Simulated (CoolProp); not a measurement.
A closed Brayton cycle with carbon dioxide: compressor inlet 327.15 K and 9.4 MPa, high pressure 29.6 MPa, turbine inlet 920 K, compressor efficiency 0.8, turbine efficiency 0.93, recuperator effectiveness 0.8 (on enthalpy, no pinch check). Each further row changes one setting.

Values from CoolProp's reference Helmholtz-energy equation of state, Span 1996.

```json
[
 {"case": "as stated", "thermal efficiency (%)": "32.7", "net work (kJ/kg)": "113", "compressor to turbine work": "0.35", "compressor exit (K)": "417.7", "turbine exit (K)": "768.8"},
 {"case": "turbine inlet 870 K", "thermal efficiency (%)": "31.6", "net work (kJ/kg)": "102", "compressor to turbine work": "0.37", "compressor exit (K)": "417.7", "turbine exit (K)": "724.1"},
 {"case": "compressor inlet 337.15 K", "thermal efficiency (%)": "31.6", "net work (kJ/kg)": "104", "compressor to turbine work": "0.40", "compressor exit (K)": "438.7", "turbine exit (K)": "768.8"},
 {"case": "high pressure 25.2 MPa", "thermal efficiency (%)": "31.1", "net work (kJ/kg)": "101", "compressor to turbine work": "0.33", "compressor exit (K)": "404.5", "turbine exit (K)": "789.3"},
 {"case": "recuperator effectiveness 0.5", "thermal efficiency (%)": "24.1", "net work (kJ/kg)": "113", "compressor to turbine work": "0.35", "compressor exit (K)": "417.7", "turbine exit (K)": "768.8"}
]
```
